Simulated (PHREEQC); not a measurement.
Consider water at 20 °C with 0.011 mol HF, 0.041 mol NH4F and 0.00083 mol H4SiO4 per kg of water. Closed to the air; pH follows from the charge balance.

Computed with PHREEQC (ion-association model, wateq4f.dat).

Precipitation was switched off in this run.

Predict the pH, ionic strength.

pH 3.83; ionic strength 0.0420 mol/kgw.

In which forms is F present?

F- 74 %, HF 12 %, SiF6-2 9.6 %, HF2- 3.5 % of the F.

SiF6-2 is the database's only silicon fluoride.
